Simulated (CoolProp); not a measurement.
Vapour-liquid equilibrium of acetone (1) + benzene (2) at 165.75 °C; x and y are mole fractions of (1).

The numbers come from the multi-fluid Helmholtz-energy mixture model, Lemmon 2006 and Thol 2012; pair parameters Bell 2016 in CoolProp.

Task: Give the bubble pressure and the first vapour's composition at x = 0.5, 0.65, 0.8. Is there an azeotrope?

Result: x = 0.5: 1.216 MPa, y = 0.620; x = 0.65: 1.318 MPa, y = 0.740; x = 0.8: 1.415 MPa, y = 0.853. No azeotrope shows between x = 0.05 and 0.95.

The pair parameters rest on a limited set of measurements; away from them the model extrapolates.
